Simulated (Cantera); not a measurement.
Charge: 1 mol CH4, 0.031 mol NH3, 24 mol H2, 5.3 mol CO2, at 723 K and 10.0 Torr.

These are equilibrium values from Cantera (NASA tables, ideal gas, pure condensed phases), not measurements of a reactor. Candidate condensed phases: C, C6H6, C7H8, C8H18, H2O; 136 gas species. Equilibrium is a limit: real reactors are often held back by kinetics, nucleation or transport.

Question: What is the equilibrium state?

Answer: 
```
Property            Value
--------------  ---------
x(H2)               0.693
x(H2O)              0.122
x(CO2)             0.0866
x(CO)              0.0644
x(CH4)             0.0341
x(N2)            0.000525
x(NH3)            1.24e-6
n(C(graphite))  0.837 mol
gas amount      29.51 mol
```
